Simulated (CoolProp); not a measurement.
A single-stage vapour-compression cycle with the fluid: evaporating at 232.15 K (dew point), condensing at 278.15 K (bubble point), superheat 2 K, subcooling 2 K, compressor efficiency 0.85, no pressure losses. The same conditions are run with several fluids, on thermodynamics alone (safety and materials aside).

The numbers come from the reference Helmholtz-energy equation of state of each fluid (isobutane: Bücker 2006; ethane: Bücker 2006; chlorine: Thol 2021; R152A: Outcalt 1996; R404A: Lemmon 2003; nitrous oxide: Lemmon 2006) in CoolProp. Blends and air are pseudo-pure fits.

| fluid | cooling COP | pressure ratio | discharge temperature (K) | refrigerating effect (kJ/kg) | volumetric capacity (kJ/m³) |
|---|---|---|---|---|---|
| isobutane | [?] | [?] | 291.8 | 296 | 245 |
| ethane | 3.09 | 3.57 | [?] | 280 | 3760 |
| chlorine | 3.56 | 5.88 | 384.1 | 250 | 683 |
| R152A | 3.67 | 7.02 | 316.6 | 274 | 427 |
| R404A | 3.40 | 5.69 | 295.7 | 140 | 929 |
| nitrous oxide | 3.14 | 3.91 | 333.7 | 227 | 5260 |

Question: Complete the blanks.

Answer: 
- isobutane, cooling COP: 3.65
- isobutane, pressure ratio: 6.85
- ethane, discharge temperature (K): 308.6
